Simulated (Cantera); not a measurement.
**Ignition delay**

Mixture: 16.0 % H2, 20.0 % O2, 64.0 % N2, equivalence ratio 0.40, at 0.987 atm, adiabatic and at constant pressure. Ignition delay is the time to a rise of 400 K.

Computed with Cantera and GRI-Mech 3.0 (53 species, 325 reactions). Below about 950 K walls govern HO2 and H2O2 in real vessels.

```
T0 (K)  delay (ms)
------  ----------
900            327
950           7.61
1000         0.281
1050         0.138
1100        0.0883
1150        0.0635
```

The apparent activation energy between 1050 and 1150 K is 78 kJ/mol.
